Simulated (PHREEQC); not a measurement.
0.012 g of hydrous ferric oxide (600 m²/g; 0.2 weak and 0.005 strong sites per Fe, Dzombak-Morel constants, diffuse double layer) in 1 kg of water with 0.001 mol/kgw of an inert sodium salt and 0.0042 mmol/kgw ZnCl2 and 0.00015 mmol/kgw SrCl2, at 25 °C; the pH is set by adding NaOH or the inert anion's acid. Oxygen alone is held at its pressure in air (log pO2 = -0.68). CO2 from the air is kept out. No solid was allowed to form.

Model: ion-association model, wateq4f.dat, run in PHREEQC.

```tsv
pH	Zn sorbed (%)	Sr sorbed (%)	surface charge σ (C/m²)	surface potential ψ (mV)
3	0.0	0.0	0.252	234
3.67	0.0	0.0	0.152	221
4.33	0.0	0.0	0.090	198
5	0.1	0.0	0.050	169
5.67	1.0	0.0	[?]	[?]
6.33	8.6	0.0	0.014	103
7	24.6	0.0	0.007	68
7.67	[?]	0.0	0.003	38
8.33	94.9	[?]	0.000	5
9	98.0	1.8	-0.003	-33
9.67	[?]	26.1	-0.007	-71
10.33	[?]	85.7	[?]	-107
11	96.1	98.8	-0.040	-139
```

**Question.** What belongs in the gaps?

**Answer.** 
- 5.67, surface charge σ (C/m²): 0.027
- 5.67, surface potential ψ (mV): 137
- 7.67, Zn sorbed (%): 68.4
- 8.33, Sr sorbed (%): 0.1
- 9.67, Zn sorbed (%): 98.1
- 10.33, Zn sorbed (%): 97.7
- 10.33, surface charge σ (C/m²): -0.016

The oxide is taken as insoluble; below pH 4 it would dissolve.
